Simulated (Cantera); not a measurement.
**Premixed flame**

A freely propagating, adiabatic, planar premixed flame of 12.0 % CH₄, 18.5 % O₂, 69.5 % N₂, equivalence ratio 1.3, unburnt at 398 K and 1.00 bar; multicomponent+Soret transport, grid criteria slope 0.08 and curve 0.16, no radiation.

Model: GRI-Mech 3.0 (53 species, 325 reactions), integrated in Cantera. Burning velocities carry a grid error of a few per cent, more on coarse grids.

```csv
z (mm),T (K),u (m/s),x CH₄,x O₂,x CO,x O,x H₂O,x CO₂
-1.52,398,0.427,0.120,0.185,4.73e-6,<1e-8,3.63e-5,2.90e-7
-1.01,402,0.431,0.119,0.184,7.12e-5,<1e-8,0.000444,6.40e-6
-0.758,416,0.448,0.117,0.183,0.000396,<1e-8,0.00209,4.84e-5
-0.506,528,0.572,0.107,0.176,0.00348,1.46e-8,0.0138,0.000700
-0.253,1036,1.15,0.0717,0.131,0.0231,4.72e-6,0.0660,0.00688
-0.126,1452,1.63,0.0391,0.0846,0.0444,5.27e-5,0.112,0.0150
0,1819,2.07,0.01000,0.0365,0.0655,0.000259,0.155,0.0263
0.126,1980,2.26,0.00102,0.0110,0.0704,0.000473,0.175,0.0373
0.253,2020,2.30,7.31e-5,0.00335,0.0664,0.000499,0.180,0.0449
0.506,2042,2.32,5.83e-7,0.000918,0.0615,0.000410,0.180,0.0510
1.01,2063,2.34,<1e-8,0.000528,0.0600,0.000283,0.180,0.0528
2.02,2086,2.36,<1e-8,0.000296,0.0602,0.000158,0.181,0.0527
4.05,2106,2.38,<1e-8,0.000129,0.0605,6.88e-5,0.183,0.0525
```
x: mole fraction of selected species; z is measured from the peak of heat release.

```
Property                     Result
------------------------  ---------
laminar burning velocity  42.6 cm/s
thermal thickness          0.506 mm
peak x(CO)                   0.0707
peak x(O)                  0.000505
grid points                     154
```
